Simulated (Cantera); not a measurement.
An adiabatic, constant-volume homogeneous reactor starts with CH₄ : C₂H₆ : O₂ : N₂ = 1 : 0.12 : 3.78 : 27.2 (molar parts), at 1300 K and 1.01 bar.

Model: GRI-Mech 3.0 (53 species, 325 reactions), integrated in Cantera.

Problem. Predict: time of steepest temperature rise; temperature at 0.800 s; equilibrium temperature; x(O₂) at 0.800 s; x(NO) at 0.800 s; x(O) at 0.800 s.

Solution. 
```json
{
  "time_of_steepest_temperature_rise": "1.98 ms",
  "temperature at 0.800 s": "2277 K",
  "equilibrium_temperature": "2277 K",
  "x(O₂) at 0.800 s": "0.0387 (gas-phase equilibrium 0.0387)",
  "x(NO) at 0.800 s": "0.00665 (gas-phase equilibrium 0.00665)",
  "x(O) at 0.800 s": "0.000642 (gas-phase equilibrium 0.000642)"
}
```
